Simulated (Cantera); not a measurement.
An isothermal, constant-pressure homogeneous reactor starts with N₂O : H₂O = 1 : 0.016 (molar parts), at 1148 K and 82.5 Torr. Integrator tolerance rtol = 1e-08.

Detailed kinetics in Cantera: GRI-Mech 3.0 (53 species, 325 reactions). GRI-Mech 3.0 was tuned for natural gas; its chemistry of N2O as a main component is partial and can be far from experiment. The mechanism lacks the step 2 NO + O2 → 2 NO2, which can matter for NO2 below about 1400 K. The temperature is held fixed by assumption; the heat of reaction is taken as removed at once.

What does this change do: N2O 1 to 0.13 parts?


```json
[
 {"quantity": "x(N₂O) at 200 s", "before": "0.0102 (gas-phase equilibrium 3.27e-9)", "after": "0.00341 (gas-phase equilibrium 2.96e-9)"},
 {"quantity": "x(H₂O) at 200 s", "before": "0.0106 (gas-phase equilibrium 0.0106)", "after": "0.0760 (gas-phase equilibrium 0.0758)"},
 {"quantity": "x(NO) at 200 s", "before": "0.0447 (gas-phase equilibrium 0.000149)", "after": "0.0352 (gas-phase equilibrium 0.000139)"},
 {"quantity": "x(H₂O₂) at 200 s", "before": "3.08e-10 (gas-phase equilibrium 2.96e-11)", "after": "1.07e-9 (gas-phase equilibrium 2.06e-10)"},
 {"quantity": "x(O₂) at 200 s", "before": "0.304 (gas-phase equilibrium 0.330)", "after": "0.289 (gas-phase equilibrium 0.308)"},
 {"quantity": "x(HO₂) at 200 s", "before": "1.70e-9 (gas-phase equilibrium 1.92e-9)", "after": "4.61e-9 (gas-phase equilibrium 4.90e-9)"}
]
```
